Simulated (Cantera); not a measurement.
A perfectly stirred reactor is fed with 17.6 % H₂, 17.3 % O₂, 65.1 % N₂, at 9750 Torr; it is adiabatic with a 350 K inlet, and is followed from long to short residence time, starting on the burning branch (τ in s: 0.31, 0.074, 0.018, 0.0042, 0.001, 0.00024, 5.6e-05, 1.3e-05, 3.2e-06).

Cantera simulation using GRI-Mech 3.0 (53 species, 325 reactions); the numbers are that mechanism's predictions, not measurements. The hydrogen kinetics of GRI-Mech 3.0 are dated; newer H2 mechanisms differ, most at raised pressure. The pressure lies above the range GRI-Mech 3.0 was tuned for (to about 10 atm).

One state of this run: T (K) = 1702; x H₂ = 0.000635; x O₂ = 0.0929; x HO₂ = 2.72e-5; x NO = 2.48e-6; x O = 6.55e-5. x: mole fraction; the columns are a selection and need not sum to one.

Problem. Which value of τ (s) does it belong to?
A. 0.0010
B. 0.00024
C. 3.2e-6
D. 1.3e-5

Solution. A, 0.0010
